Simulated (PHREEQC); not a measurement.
Solution (20 °C): 10 mmol/kgw Ba(OH)2. Closed to the air; pH follows from the charge balance.

Equilibrium calculation in PHREEQC: ion-association model, phreeqc.dat.

No solid was allowed to form.

Q: Estimate the pH.

A: pH 12.38.

Q: In which forms is Ba present?

A: Ba+2 95 %, BaOH+ 4.8 % of the Ba.
